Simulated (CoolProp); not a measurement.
Model: reference Helmholtz-energy equation of state, McLinden 2015, in CoolProp.

Task: Give the vapour pressure (MPa), liquid density (kg/m³), vapour density (kg/m³), enthalpy of vaporisation (kJ/kg) of saturated the fluoroketone C6F12O (FK-5-1-12) at 151.05 °C.

Result: 
```
T (°C)  p (MPa)  liquid density (kg/m³)  vapour density (kg/m³)  enthalpy of vaporisation (kJ/kg)
------  -------  ----------------------  ----------------------  --------------------------------
151.05     1.34                    1040                     212                              40.9
```
